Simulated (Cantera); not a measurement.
Charge: 1 mol B, 5.9 mol O2, 44 mol N2, at 0.173 Torr.

Equilibrium computed with Cantera from the NASA thermochemical tables; the gas is ideal and each condensed phase is pure. Candidate condensed phases: B, BN, B2O3; 17 gas species. Rates play no part.

### Question
Which condensed phases are stable at each of these points (T (K)): 973, 1173, 1373, 1573, 1773, 1973, 2173?

### Answer
```
T (K)  condensed phases  B condensed (%)
-----  ----------------  ---------------
973             B2O3(l)            100.0
1173            B2O3(l)             99.8
1373            B2O3(l)             44.7
1573           gas only              0.0
1773           gas only              0.0
1973           gas only              0.0
2173           gas only              0.0
```

From 973 K to 1373 K the condensed part is B2O3(l). From 1573 K to 2173 K nothing is condensed.
